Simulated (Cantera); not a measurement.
Si(CH3)4 + H2 (silicon carbide growth)

Charge: 1 mol Si(CH3)4, 5.3 mol H2, at 10.0 mbar.

Equilibrium computed with Cantera from the NASA thermochemical tables; the gas is ideal and each condensed phase is pure. Candidate condensed phases: C, C6H6, C7H8, C8H18, Si, SiC; 87 gas species. Gases not in the tables: Si2H6 and higher silanes. Kinetics and transport are ignored.

| T (K) | log p H2 | log p H | log p Si | log p SiC2 | log p C2H2 (acetylene) | log p Si2C | log p SiH | n C(graphite) | n SiC(s) |
|---|---|---|---|---|---|---|---|---|---|
| 1548 | -2.00 | -5.51 | -9.56 | -12.14 | -6.80 | -12.22 | -10.13 | 3.00 | 1.000 |
| 1648 | -2.00 | -5.05 | -8.50 | -10.76 | -6.35 | -10.86 | -9.23 | 3.00 | 1.000 |
| 1748 | -2.00 | -4.64 | -7.56 | -9.53 | -5.95 | -9.66 | -8.44 | 3.00 | 1.000 |
| 1848 | -2.00 | -4.28 | -6.73 | -8.45 | -5.59 | -8.59 | -7.73 | 2.99 | 1.000 |
| 1948 | -2.01 | -3.95 | -5.98 | -7.47 | -5.27 | -7.64 | -7.10 | 2.99 | 0.999 |
| 2048 | -2.01 | -3.66 | -5.31 | -6.60 | -4.99 | -6.78 | -6.53 | 2.98 | 0.993 |
| 2148 | -2.02 | -3.39 | -4.70 | -5.80 | -4.74 | -6.01 | -6.02 | 2.98 | 0.971 |
| 2248 | -2.04 | -3.15 | -4.14 | -5.08 | -4.52 | -5.30 | -5.56 | 3.01 | 0.889 |
| 2348 | -2.07 | -2.94 | -3.64 | -4.43 | -4.33 | -4.66 | -5.14 | 3.16 | 0.602 |
| 2448 | -2.12 | -2.76 | -3.29 | -3.94 | -4.19 | -4.31 | -4.89 | 3.45 | 0 |
| 2548 | -2.17 | -2.60 | -3.30 | -3.82 | -4.05 | -4.64 | -4.99 | 3.28 | 0 |
log p: log10 of the partial pressure in bar; n: condensed amount in mol.

From 1548 K to 2348 K the condensed part is C(graphite) + SiC(s). From 2448 K to 2548 K the condensed part is C(graphite). The main Si-bearing gas is Si throughout.
